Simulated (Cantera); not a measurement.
**Adiabatic ignition**

An adiabatic, constant-pressure homogeneous reactor starts with 4.42 % C2H4, 21.7 % O2, 73.7 % N2, 0.115 % H2O, at 1625 K and 2.90 bar.

Computed with Cantera and GRI-Mech 3.0 (53 species, 325 reactions). GRI-Mech 3.0 was tuned for natural gas; its chemistry of ethylene as a main component is partial and can be far from experiment.

| t (s) | T (K) | x C2H4 | x O2 | x H2O2 | x C2H6 | x H2 | x O |
|---|---|---|---|---|---|---|---|
| 7.00e-6 | 1691 | 0.0324 | 0.203 | 5.27e-5 | 2.95e-5 | 0.00428 | 0.000571 |
| 2.03e-5 | 2493 | <1e-12 | 0.0880 | 2.61e-7 | <1e-12 | 0.00631 | 0.0210 |
| 5.91e-5 | 2725 | <1e-12 | 0.0863 | 3.41e-7 | <1e-12 | 0.00374 | 0.0110 |
| 0.000172 | 2780 | <1e-12 | 0.0845 | 4.47e-7 | <1e-12 | 0.00308 | 0.00866 |
| 0.000499 | 2773 | <1e-12 | 0.0819 | 4.38e-7 | <1e-12 | 0.00305 | 0.00828 |
| 0.00145 | 2764 | <1e-12 | 0.0782 | 4.24e-7 | <1e-12 | 0.00302 | 0.00777 |
| 0.00421 | 2760 | <1e-12 | 0.0767 | 4.18e-7 | <1e-12 | 0.00301 | 0.00758 |
| 0.0122 | 2760 | <1e-12 | 0.0767 | 4.18e-7 | <1e-12 | 0.00301 | 0.00757 |
| 0.0355 | 2760 | <1e-12 | 0.0767 | 4.18e-7 | <1e-12 | 0.00301 | 0.00757 |
| 0.103 | 2760 | <1e-12 | 0.0767 | 4.18e-7 | <1e-12 | 0.00301 | 0.00757 |
| 0.300 | 2760 | <1e-12 | 0.0767 | 4.18e-7 | <1e-12 | 0.00301 | 0.00757 |
x: mole fraction; the columns are a selection and need not sum to one.

The time of steepest temperature rise comes out as 8.88 µs and the temperature at 0.300 s is 2760 K. The equilibrium temperature is 2760 K. The x(C2H4) at 0.300 s is <1e-12 (gas-phase equilibrium <1e-12), the x(O2) at 0.300 s is 0.0767 (gas-phase equilibrium 0.0767) and the x(H2O2) at 0.300 s is 4.18e-7 (gas-phase equilibrium 4.18e-7).
